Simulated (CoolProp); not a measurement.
Vapour-liquid equilibrium of propylene (1) + 1-butene (2) at 0.374 bar; x and y are mole fractions of (1).

The numbers come from the multi-fluid Helmholtz-energy mixture model, Lemmon 2013 and Lemmon 2005; pair parameters Bell 2016 in CoolProp.

```
x     bubble temperature (°C)  y at the bubble point  dew temperature at overall composition x (°C)  liquid density (mol/L)
----  -----------------------  ---------------------  ---------------------------------------------  ----------------------
0.05                    -33.9                  0.236                                          -30.2                   11.81
0.2                     -44.2                  0.623                                          -33.1                   12.35
0.35                    -51.2                  0.795                                          -36.4                   12.85
0.5                     -56.5                  0.885                                          -40.3                   13.35
0.65                    -60.5                  0.937                                          -45.1                   13.85
0.8                     -63.8                  0.971                                          -51.5                   14.36
0.95                    -66.5                  0.994                                          -61.7                   14.89
```

No azeotrope shows between x = 0.05 and 0.95.

Pair parameters are fitted to limited data, so mixtures are less certain than the pure fluids.
